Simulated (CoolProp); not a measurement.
Vapour-liquid equilibrium of CHF3 (R23) (1) + sulfur hexafluoride (2) at 248.7 K; x and y are mole fractions of (1).

Model: multi-fluid Helmholtz-energy mixture model, Penoncello 2003 and Guder 2009; pair parameters Bell 2016, in CoolProp.

```json
[
 {"x": "0.05", "bubble pressure, mixture model (bar)": "7.193", "bubble pressure, Raoult's law (bar)": "6.264", "y, mixture model": "0.185", "y, Raoult's law": "0.097"},
 {"x": "0.2", "bubble pressure, mixture model (bar)": "9.595", "bubble pressure, Raoult's law (bar)": "7.187", "y, mixture model": "0.432", "y, Raoult's law": "0.337"},
 {"x": "0.35", "bubble pressure, mixture model (bar)": "10.91", "bubble pressure, Raoult's law (bar)": "8.110", "y, mixture model": "0.546", "y, Raoult's law": "0.523"},
 {"x": "0.5", "bubble pressure, mixture model (bar)": "11.73", "bubble pressure, Raoult's law (bar)": "9.033", "y, mixture model": "0.628", "y, Raoult's law": "0.670"},
 {"x": "0.65", "bubble pressure, mixture model (bar)": "12.26", "bubble pressure, Raoult's law (bar)": "9.956", "y, mixture model": "0.708", "y, Raoult's law": "0.791"},
 {"x": "0.8", "bubble pressure, mixture model (bar)": "12.49", "bubble pressure, Raoult's law (bar)": "10.88", "y, mixture model": "0.805", "y, Raoult's law": "0.891"},
 {"x": "0.95", "bubble pressure, mixture model (bar)": "12.31", "bubble pressure, Raoult's law (bar)": "11.80", "y, mixture model": "0.940", "y, Raoult's law": "0.975"}
]
```

The largest gap from Raoult's law is +34.5 % in bubble pressure, at x = 0.35. y crosses x between x = 0.8 and 0.95: the model has an azeotrope there.

Pair parameters are fitted to limited data, so mixtures are less certain than the pure fluids.
